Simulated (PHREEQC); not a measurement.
Consider water at 60 °C with 0.1 mol CuSO4 and 0.19 mol NaCl per kg of water. Closed to the air; pH follows from the charge balance.

Computed with PHREEQC (ion-association model, wateq4f.dat).

Precipitation was switched off in this run.

Problem. Predict the pH, activity of water.

Solution. pH 4.25; activity of water 0.991.

Problem. In which forms is Na present?

Solution. Na+ 93 %, NaSO4- 6.7 % of the Na.

The solution is supersaturated, for example in Atacamite, Tenorite (slow to form), so a real one may precipitate; this is no full list. Complexes and solids missing from the database can't appear. Away from 25 °C the constants follow the database's enthalpies or fits; those with neither stay at their 25 °C values.
